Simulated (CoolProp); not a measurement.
A simple Rankine cycle with 1,2-dichloroethane: condensing at 321.15 K, boiler at 2.03 MPa, turbine inlet 499 K, turbine efficiency 0.85, pump efficiency 0.8, no recuperator. Each further row changes one setting.

Values from CoolProp's reference Helmholtz-energy equation of state, Thol 2015.

```json
[
 {"case": "as stated", "thermal efficiency (%)": "23.2", "net work (kJ/kg)": "110", "heat in (kJ/kg)": "474", "turbine exit temperature (K)": "345.4", "volume ratio over the turbine": "64.4"},
 {"case": "condensing temperature 313.15 K", "thermal efficiency (%)": "24.2", "net work (kJ/kg)": "117", "heat in (kJ/kg)": "485", "turbine exit temperature (K)": "336.6", "volume ratio over the turbine": "87.5"},
 {"case": "boiler pressure 1.42 MPa", "thermal efficiency (%)": "22.1", "net work (kJ/kg)": "108", "heat in (kJ/kg)": "488", "turbine exit temperature (K)": "363.5", "volume ratio over the turbine": "42.4"},
 {"case": "turbine efficiency 0.75", "thermal efficiency (%)": "20.4", "net work (kJ/kg)": "96.9", "heat in (kJ/kg)": "474", "turbine exit temperature (K)": "360.3", "volume ratio over the turbine": "67.2"}
]
```
